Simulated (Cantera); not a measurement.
A diamond (100) surface in a fixed gas of H2 with x(CH4) = 0.011, x(H) = 0.0012, x(CH3) = 0.0002, 158 Torr; coverages are run to steady state.

Computed with Cantera and the Harris–Goodwin 1993 mechanism for the reconstructed diamond (100) surface.

θ: site fractions in the mechanism's names (c6HH fully hydrogenated, c6H* and c6*H radical sites, c6** diradical, c6HM methylated).

| T (K) | growth (µm/h) | θ c6HH | θ c6H* | θ c6*H | θ c6** | θ c6HM |
|---|---|---|---|---|---|---|
| 925 | … | 0.579 | 0.0106 | 0.271 | 0.00440 | 0.106 |
| 1000 | … | 0.539 | 0.0163 | 0.333 | 0.00791 | 0.0757 |
| 1075 | … | 0.501 | 0.0233 | 0.391 | 0.0127 | 0.0485 |
| 1150 | … | 0.471 | 0.0313 | 0.443 | 0.0186 | 0.0223 |
| 1225 | … | 0.442 | 0.0394 | 0.480 | 0.0248 | 0.00671 |
| 1300 | … | 0.417 | 0.0470 | 0.501 | 0.0301 | 0.00165 |
| 1375 | … | 0.399 | 0.0538 | 0.510 | 0.0344 | 0.000397 |

Question: Fill in the missing entries.

Answer: 
- 925, growth (µm/h): 12.8
- 1000, growth (µm/h): 18.5
- 1075, growth (µm/h): 22.0
- 1150, growth (µm/h): 17.9
- 1225, growth (µm/h): 10.4
- 1300, growth (µm/h): 6.67
- 1375, growth (µm/h): 5.50
